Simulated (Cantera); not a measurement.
**Hydrocarbon pyrolysis for carbon deposition**

An isothermal, constant-pressure homogeneous reactor starts with 0.709 % CH₄, 99.3 % N₂, at 1475 K and 0.0133 bar.

Cantera simulation using GRI-Mech 3.0 (53 species, 325 reactions); the numbers are that mechanism's predictions, not measurements. GRI-Mech 3.0 stops at C3 and has no aromatics, soot or wall deposition, so with more carbon than oxygen in the feed, carbon stays in small species such as C2H2 where larger ones or solid carbon would form. Radical loss at walls, strong at low pressure, is not modelled.

| t (s) | x CH₄ | x C₂H | x C₂H₆ | x H | x C₂H₄ | x HCN |
|---|---|---|---|---|---|---|
| 0.000600 | 0.00709 | <1e-12 | <1e-12 | 6.79e-9 | <1e-12 | <1e-12 |
| 0.00221 | 0.00709 | <1e-12 | <1e-12 | 1.03e-8 | <1e-12 | <1e-12 |
| 0.00811 | 0.00709 | <1e-12 | 4.03e-12 | 1.06e-8 | 8.39e-12 | <1e-12 |
| 0.0298 | 0.00709 | <1e-12 | 1.82e-10 | 1.06e-8 | 4.61e-10 | <1e-12 |
| 0.110 | 0.00709 | <1e-12 | 5.60e-9 | 1.14e-8 | 2.32e-8 | <1e-12 |
| 0.403 | 0.00708 | <1e-12 | 1.05e-7 | 2.15e-8 | 1.10e-6 | 1.13e-12 |
| 1.48 | 0.00694 | 2.23e-11 | 1.30e-6 | 1.76e-7 | 4.10e-5 | 1.21e-10 |
| 5.44 | 0.00524 | 8.47e-10 | 2.56e-6 | 1.92e-6 | 0.000204 | 2.06e-8 |
| 20.0 | 0.00245 | 2.46e-9 | 5.48e-7 | 4.64e-6 | 3.07e-5 | 2.06e-7 |
x: mole fraction; the columns are a selection and need not sum to one.

Equilibrium at this temperature and pressure: CH₄ 2.24e-7, C₂H 3.41e-10, C₂H₆ <1e-12, H 1.16e-5, C₂H₄ 9.86e-9, HCN 0.00666 (gas phase only).
